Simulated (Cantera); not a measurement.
An isothermal, constant-pressure homogeneous reactor starts with CO : O2 : H2O : N2 = 0.024 : 0.053 : 0.00019 : 1 (molar parts), equivalence ratio 0.23, at 1523 K and 0.809 atm. Integrator tolerance rtol = 1e-08.

Computed with Cantera and GRI-Mech 3.0 (53 species, 325 reactions).

```json
[
 {"quantity": "x(CO) at 2.00 s", "before": "8.90e-7 (gas-phase equilibrium 8.81e-7)", "after": "1.52e-6 (gas-phase equilibrium 1.52e-6)"},
 {"quantity": "x(O2) at 2.00 s", "before": "0.0385 (gas-phase equilibrium 0.0382)", "after": "0.115 (gas-phase equilibrium 0.115)"},
 {"quantity": "x(H2O) at 2.00 s", "before": "0.000177 (gas-phase equilibrium 0.000177)", "after": "0.000532 (gas-phase equilibrium 0.000532)"},
 {"quantity": "x(NO) at 2.00 s", "before": "2.42e-5 (gas-phase equilibrium 0.000639)", "after": "2.62e-5 (gas-phase equilibrium 0.00103)"},
 {"quantity": "x(H) at 2.00 s", "before": "1.32e-9 (gas-phase equilibrium 1.31e-9)", "after": "1.71e-9 (gas-phase equilibrium 1.72e-9)"},
 {"quantity": "x(OH) at 2.00 s", "before": "2.78e-6 (gas-phase equilibrium 2.76e-6)", "after": "6.30e-6 (gas-phase equilibrium 6.30e-6)"}
]
```

**Question.** Name the change that produced these shifts.
A) temperature 1523 to 1148 K
B) temperature 1523 to 1100 K
C) pressure from 0.809 atm to 2.47 atm
D) N2 1 to 0.29 parts

**Answer.** D, N2 1 to 0.29 parts
